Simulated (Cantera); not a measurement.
Charge: 1 mol SiH2Cl2, 0.53 mol HCl, 8 mol H2, at 1698.15 K and 1000 Pa.

Equilibrium computed with Cantera from the NASA thermochemical tables; the gas is ideal and each condensed phase is pure. Candidate condensed phases: Si; 19 gas species. The tables' values for SiCl3, SiCl are old estimates; treat these amounts as uncertain. Gases not in the tables: Si2H6 and higher silanes. Equilibrium is a limit: real reactors are often held back by kinetics, nucleation or transport.

Base state: H2 0.820, HCl 0.117, SiCl2 0.0603, H 0.00131, SiCl3 0.000634, Cl 0.000146, SiCl 0.000140, Si 6.58e-5 (mole fractions); condensed: Si(l).

Q: What changes in the equilibrium state with this change: pressure from 1000 Pa to 78000 Pa?

A: 
| species | before | after |
|---|---|---|
| H2 | 0.820 | 0.827 |
| HCl | 0.117 | 0.112 |
| SiCl2 | 0.0603 | 0.0540 |
| Si | 6.58e-5 | 8.44e-7 |
| SiH3Cl | 2.96e-7 | 2.22e-5 |
| SiH2Cl2 | 4.16e-6 | 0.000294 |
| SiHCl3 | 1.78e-5 | 0.00118 |
| SiCl4 | 1.32e-5 | 0.000827 |
| Si(l), mol | 0.356 | 0.359 |
